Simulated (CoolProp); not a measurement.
Vapour-liquid equilibrium of ethane (1) + C2F6 (R116) (2) at -87.95 °C; x and y are mole fractions of (1).

The numbers come from the multi-fluid Helmholtz-energy mixture model, Bücker 2006 and Lemmon 2006; pair parameters Bell 2016 in CoolProp.

| x | bubble pressure, mixture model (bar) | bubble pressure, Raoult's law (bar) | y, mixture model | y, Raoult's law |
|---|---|---|---|---|
| 0.05 | 0.7368 | 0.6007 | 0.249 | 0.087 |
| 0.125 | 0.9449 | 0.6361 | 0.451 | 0.206 |
| 0.2 | 1.103 | 0.6714 | 0.558 | 0.312 |
| 0.275 | 1.210 | 0.7067 | 0.619 | 0.408 |
| 0.35 | 1.275 | 0.7420 | 0.653 | 0.494 |
| 0.425 | … | 0.7774 | … | 0.573 |
| 0.5 | 1.322 | 0.8127 | 0.683 | 0.645 |
| 0.575 | 1.326 | 0.8480 | 0.688 | 0.711 |
| 0.65 | 1.327 | 0.8834 | … | 0.771 |
| 0.725 | 1.327 | 0.9187 | 0.695 | 0.827 |
| 0.8 | 1.321 | 0.9540 | … | 0.879 |
| 0.875 | … | 0.9894 | 0.746 | 0.927 |
| 0.95 | 1.194 | 1.025 | 0.844 | 0.972 |

### Question
Complete the blanks.

### Answer

- 0.425, bubble pressure, mixture model (bar): 1.308
- 0.425, y, mixture model: 0.673
- 0.65, y, mixture model: 0.690
- 0.8, y, mixture model: 0.709
- 0.875, bubble pressure, mixture model (bar): 1.291

The largest gap from Raoult's law is +71.8 % in bubble pressure, at x = 0.35. y crosses x between x = 0.65 and 0.725: the model has an azeotrope there.

Pair parameters are fitted to limited data, so mixtures are less certain than the pure fluids. With so large a gap from Raoult's law the liquid may split in two, which this calculation doesn't test in full.
